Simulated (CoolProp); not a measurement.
Vapour pressure (bar) of fluorine: the reference equation beside estimates from Tc = 144.4 K, pc = 52.40 bar, ω = 0.045. Clausius-Clapeyron is anchored at 85.3 K with a constant enthalpy of vaporisation of 6.616 kJ/mol.

Values from CoolProp's reference Helmholtz-energy equation of state, de Reuck 1990.

| T (K) | reference | Lee-Kesler | Clausius-Clapeyron | van der Waals | Redlich-Kwong | Soave-Redlich-Kwong | Peng-Robinson |
|---|---|---|---|---|---|---|---|
| 72 | 0.1685 | 0.1739 | ? | 1.428 | 0.1137 | 0.1703 | 0.1839 |
| 78.7 | ? | 0.4703 | 0.4775 | 2.552 | ? | 0.4647 | 0.4886 |
| 85.3 | 1.044 | ? | 1.044 | 4.155 | 0.9082 | 1.056 | 1.089 |
| 92 | 2.108 | 2.142 | 2.060 | 6.378 | 1.960 | 2.132 | 2.168 |
| 98.7 | 3.843 | 3.896 | 3.705 | 9.286 | 3.731 | 3.890 | 3.915 |
| 105.3 | 6.416 | ? | 6.141 | 12.89 | 6.405 | 6.504 | 6.500 |
| 112 | 10.13 | 10.22 | 9.651 | 17.37 | 10.29 | 10.28 | 10.23 |
| 118.6 | 15.10 | 15.19 | 14.33 | 22.65 | 15.48 | 15.35 | ? |
| 125.3 | 21.72 | 21.80 | 20.52 | 28.94 | 22.34 | ? | 21.93 |
| 131.9 | 30.09 | 30.14 | 28.19 | 36.09 | 30.86 | 30.56 | 30.36 |

### Question
Complete the blanks.

### Answer

- 72, Clausius-Clapeyron: 0.1864
- 78.7, reference: 0.4597
- 78.7, Redlich-Kwong: 0.3618
- 85.3, Lee-Kesler: 1.064
- 105.3, Lee-Kesler: 6.490
- 118.6, Peng-Robinson: 15.24
- 125.3, Soave-Redlich-Kwong: 22.10

Absolute difference from the reference over all 10 rows, mean and median: Lee-Kesler 1.4 and 1.3 %, Clausius-Clapeyron 4.6 and 4.5 %, van der Waals 212.0 and 121.3 %, Redlich-Kwong 8.6 and 2.9 %, Soave-Redlich-Kwong 1.3 and 1.3 %, Peng-Robinson 3.0 and 1.6 %.
